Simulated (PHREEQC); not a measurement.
Model water analysis in mg/L, 25 °C, pH 6.72, pe 12.3: Na 48.4; K 19.3; Ca 5.02; Mg 13.5; Cl 7.87; S(6) as SO4 44.3; Alkalinity as HCO3 171; Br 1.41; Si as SiO2 0.135; Cu(2) 4.98; Ba 1.45; Cd 5.3.

Valence states are taken as typed.

All values are PHREEQC results (ion-association model, wateq4f.dat), not measurements.

Precipitation was switched off in this run.

Q: What ionic strength, charge-balance error does the model give?

A: ionic strength 0.00501 mol/kgw; charge-balance error 3.4 %.

Q: In which forms is S present?

A: SO4-2 91 %, MgSO4 6.1 %, CaSO4 1.2 %, NaSO4- 0.7 %, CdSO4 0.6 % of the S.

Examples of supersaturated solids here: Otavite, Malachite. Others may be too.
